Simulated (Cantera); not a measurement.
Input: 1 mol Cu₂O, 0.31 mol CH₄, 16 mol H₂, held at 1073.15 K and 0.100 bar.

Method: chemical equilibrium by Gibbs-energy minimisation in Cantera with the NASA 1993 tables (ideal gas, pure condensed phases). Candidate condensed phases: C, C₆H₆, C₇H₈, C₈H₁₈, Cu, CuO, Cu(OH)₂, Cu₂O, H₂O; 113 gas species. Rates play no part.

Base state: H₂ 0.942, H₂O 0.0400, CO 0.0175, CO₂ 0.000804, CH₄ 2.17e-5 (mole fractions); condensed: Cu(s).

**Question.** What changes in the equilibrium state with this change: H₂ from 16 to 0.12 mol?

**Answer.** 
```tsv
species	before	after
H₂O	0.0400	0.459
H₂	0.942	0.245
CO₂	0.000804	0.198
CO	0.0175	0.0975
CH₄	2.17e-5	1.87e-7
Cu(s), mol	2.00	2.00
```
